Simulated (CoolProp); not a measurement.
Computed with CoolProp (reference Helmholtz-energy equation of state, Thol 2014).

Problem. For diethyl ether, give the phase and the density (kg/m³), cv (kJ/(kg K)), speed of sound (m/s), Joule-Thomson coefficient (K/MPa) at 242.75 °C and 5200 kPa; 253.45 °C and 5200 kPa.

Solution. 
- 242.75 °C and 5200 kPa: supercritical; density 163, cv 2.35, speed of sound 156, Joule-Thomson coefficient 9.07
- 253.45 °C and 5200 kPa: supercritical; density 146, cv 2.35, speed of sound 168, Joule-Thomson coefficient 8.11
